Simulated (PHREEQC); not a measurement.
Consider water at 25 °C with 0.071 mol HF and 0.00097 mol NH4F per kg of water. Closed to the air; pH follows from the charge balance.

Computed with PHREEQC (ion-association model, wateq4f.dat).

Each row changes one thing in this solution. This is a speciation only: nothing precipitates in the calculation.

```csv
case,pH,ionic strength (mol/kgw),HF (mol/kgw),H2F2 (mol/kgw),F- (mol/kgw),HF2- (mol/kgw)
as made,2.23,0.00740,0.0502,0.00658,0.00620,0.00120
temperature from 25 to 80 °C,2.41,0.00514,0.0634,0.00119,0.00404,0.00110
temperature from 25 to 60 °C,2.33,0.00603,0.0598,0.00244,0.00477,0.00126
HF from 0.071 to 0.0142 mol/kgw,2.63,0.00346,0.0109,0.000313,0.00332,0.000140
diluted 10-fold with water,2.74,0.00199,0.00504,6.61e-5,0.00195,3.78e-5
temperature from 25 to 55 °C,2.31,0.00625,0.0587,0.00287,0.00497,0.00128
0.01 mol/kgw HBF4 added,1.93,0.0141,0.0527,0.00727,0.00338,0.000686
```

Complexes and solids missing from the database can't appear. wateq4f.dat counts part of the HF as a dimer, H2F2, which phreeqc.dat doesn't know; its constant is uncertain. At this temperature some constants are extrapolated from 25 °C, and those without enthalpy data are left unchanged. Real BF4- forms and hydrolyses slowly; the run takes it at equilibrium.
